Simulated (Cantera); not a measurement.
Input: 1 mol C, a varied amount of CO2, held at 1475 K and 1.33 mbar.

Method: chemical equilibrium by Gibbs-energy minimisation in Cantera with the NASA 1993 tables (ideal gas, pure condensed phases). Candidate condensed phases: C; 12 gas species. Rates play no part.

Q: What share of the C ends up in condensed phases as a function of n(CO2) (mol), at 0.034, 0.049, 0.071, 0.1, 0.15, 0.22, 0.31, 0.46, 0.66, 0.96, 1.4, 2, 2.9?

A: 
| n(CO2) (mol) | C condensed (%) | as |
|---|---|---|
| 0.034 | 93.4 | C(graphite) |
| 0.049 | 90.7 | C(graphite) |
| 0.071 | 86.7 | C(graphite) |
| 0.1 | 81.8 | C(graphite) |
| 0.15 | 73.9 | C(graphite) |
| 0.22 | 63.9 | C(graphite) |
| 0.31 | 52.7 | C(graphite) |
| 0.46 | 37.0 | C(graphite) |
| 0.66 | 20.5 | C(graphite) |
| 0.96 | 2.0 | C(graphite) |
| 1.4 | 0.0 | - |
| 2 | 0.0 | - |
| 2.9 | 0.0 | - |
